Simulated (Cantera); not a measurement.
A Cantera script and what it prints.

```python
import numpy as np
import cantera as ct

gas_names = """
    B BH BH2 BH3 BN BO BO2 B2 B2O B2O2 B2O3 B3O3H3 H HBO HBO2 HNO HNO2 HNO3 HO2 H2 H2O H2O2 H3B3O6 N NH
    NH2 NH3 NH2OH NO NO2 NO3 N2 N2H2 N2H4 N2O O OH O2 O3
""".split()
cond_names = """
    B(b) B(L) BN(s) B2O3(L) B3O3H3(cr) H2O(s) H2O(L)
""".split()


def load(file, names, dense=False):
    # The tables refer to 1 bar. Condensed volumes are neglected.
    table = {s.name: s for s in ct.Species.list_from_file(file)}
    out = []
    for n in names:
        d = dict(table[n].input_data)
        d["thermo"] = dict(d["thermo"], **{"reference-pressure": 1e5})
        if dense:
            d["equation-of-state"] = {"model": "constant-volume", "density": "1e6 g/cm^3"}
        out.append(ct.Species.from_dict(d))
    return out


gas = ct.Solution(thermo="ideal-gas", species=load("nasa_gas.yaml", gas_names))
cond = {s.name: ct.Solution(thermo="fixed-stoichiometry", species=[s], name=s.name)
        for s in load("nasa_condensed.yaml", cond_names, dense=True)}
atoms = {
    'B': {'B': 1},
    'NH3': {'N': 1, 'H': 3},
    'N2': {'N': 2},
    'O2': {'O': 2},
}
top_T = {'BN(s)': 3200}  # K; cautious upper limits of use, not melting points


def equilibrate(T, P, feed):
    n = {}
    for name, mol in feed.items():
        for a, k in atoms[name].items():
            n[a] = n.get(a, 0.0) + k * mol
    gas.TPX = T, P, n
    mass = sum(n.values()) * gas.mean_molecular_weight
    gas.equilibrate("TP")
    valid = [c for c in cond.values() if c.min_temp <= T <= top_T.get(c.name, c.max_temp)]
    mix = ct.Mixture([(gas, mass / gas.mean_molecular_weight)] + [(c, 0.0) for c in valid])
    mix.T, mix.P = T, P
    mix.equilibrate("TP", solver="vcs", rtol=1e-11, max_steps=5000)
    return mix


results = []
feed = {'B': 1, 'NH3': 10, 'N2': 70, 'O2': 4.2}  # mol
P = 133.322  # Pa
for T in [825, 925, 1025, 1125, 1225, 1325, 1425, 1525]:
    mix = equilibrate(T, P, feed)
    results.append((T, P, feed, dict(zip(mix.species_names, mix.species_moles))))

top = {s: max(r[3][s] / sum(r[3][g] for g in gas_names) for r in results) for s in gas_names}
cols = sorted((s for s in top if top[s] > 0.001), key=lambda s: -top[s])[:6]
seen = [c for c in cond_names if any(r[3].get(c, 0) > 1e-12 for r in results)]
print("log10 of partial pressures in bar; condensed amounts in mol")
print(f"{'T/K':>10s}" + "".join(f"{s[:9]:>10s}" for s in cols + seen))
for T, P, feed, n in results:
    ng = sum(n[g] for g in gas_names)
    print(f"{T:10.4g}" + "".join(f"{np.log10(max(n[s] / ng * P / 1e5, 1e-99)):10.3f}" for s in cols)
          + "".join(f"{n.get(c, 0):10.4g}" for c in seen))
```

It prints:

```
log10 of partial pressures in bar; condensed amounts in mol
       T/K        N2        H2       H2O      HBO2   B2O3(L)
       825    -2.954    -3.921    -3.991    -8.527    0.4917
       925    -2.954    -3.921    -3.991    -7.318     0.494
      1025    -2.954    -3.921    -3.992    -6.356    0.4825
      1125    -2.955    -3.921    -3.997    -5.575    0.4085
      1225    -2.956    -3.923    -4.018    -4.938    0.1062
      1325    -2.957    -3.923    -4.025    -4.835         0
      1425    -2.957    -3.923    -4.025    -4.836         0
      1525    -2.957    -3.924    -4.025    -4.837         0
```

Method: chemical equilibrium by Gibbs-energy minimisation in Cantera with the NASA 1993 tables (ideal gas, pure condensed phases). Gases not in the tables: H3BO3.
